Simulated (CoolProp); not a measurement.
Saturation properties of hydrogen sulfide (Tc = 373.1 K, pc = 8.999 MPa, ω = 0.101).

The numbers come from the reference Helmholtz-energy equation of state, Lemmon 2006 in CoolProp. It is a short technical equation, of lower accuracy than the large ones.

| T (K) | p (MPa) | liquid density (kg/m³) | vapour density (kg/m³) | enthalpy of vaporisation (kJ/kg) | liquid cp (kJ/(kg K)) | surface tension (mN/m) |
|---|---|---|---|---|---|---|
| 239.2 | 0.3273 | 901.3 | 5.919 | 513.6 | 2.008 | 22.8 |
| 242.8 | 0.3759 | 894.5 | 6.734 | 508.7 | 2.013 | 22.1 |
| 246.4 | 0.4298 | 887.6 | 7.632 | 503.8 | 2.019 | 21.3 |
| 249.9 | 0.4876 | 880.8 | 8.589 | (withheld) | 2.025 | 20.6 |
| 253.5 | (withheld) | 873.7 | 9.667 | (withheld) | 2.033 | 19.9 |
| 257.1 | 0.6248 | 866.5 | 10.85 | 488.3 | 2.042 | 19.2 |
| 260.7 | (withheld) | 859.2 | 12.13 | 482.9 | 2.052 | 18.5 |
| 264.3 | 0.7890 | 851.8 | 13.53 | 477.3 | 2.063 | 17.7 |

### Question
Fill in the missing entries.

### Answer

- 249.9, enthalpy of vaporisation (kJ/kg): 498.8
- 253.5, p (MPa): 0.5530
- 253.5, enthalpy of vaporisation (kJ/kg): 493.7
- 260.7, p (MPa): 0.7033

It boils at 212.9 K under 1 atm.

Surface tension comes from a separate correlation (Mulero 2012).
